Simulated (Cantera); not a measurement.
A closed system holds: 1 mol SiH2Cl2, 0.12 mol NH3, 10 mol N2, equilibrated at 1850 °C and 0.120 bar.

These are equilibrium values from Cantera (NASA tables, ideal gas, pure condensed phases), not measurements of a reactor. Candidate condensed phases: NH4Cl, Si, Si3N4; 28 gas species. The tables' values for SiCl, SiCl3, SiN are old estimates; treat these amounts as uncertain. Gases not in the tables: Si2H6 and higher silanes. The numbers say what is thermodynamically allowed, not how fast it happens.

Base state: N2 0.818, H2 0.0723, SiCl2 0.0571, HCl 0.0445, H 0.00279, Si 0.00142, SiCl 0.00138, Cl 0.00126 (mole fractions); condensed: Si(l).

Q: What changes in the equilibrium state with this change: pressure from 0.120 bar to 96.0 Pa?

A: 
```
species       before     after
----------  --------  --------
N2             0.818     0.768
HCl           0.0445    0.0592
H2            0.0723    0.0478
Si           0.00142    0.0378
Cl           0.00126    0.0230
H            0.00279    0.0253
SiCl2         0.0571    0.0325
SiCl3       0.000500   4.17e-5
SiH2         1.48e-5   2.09e-6
Si2          1.94e-5  0.000110
Si(l), mol     0.253         0
```
The tables' values for SiCl, SiN, SiCl3 are old estimates; treat these amounts as uncertain.
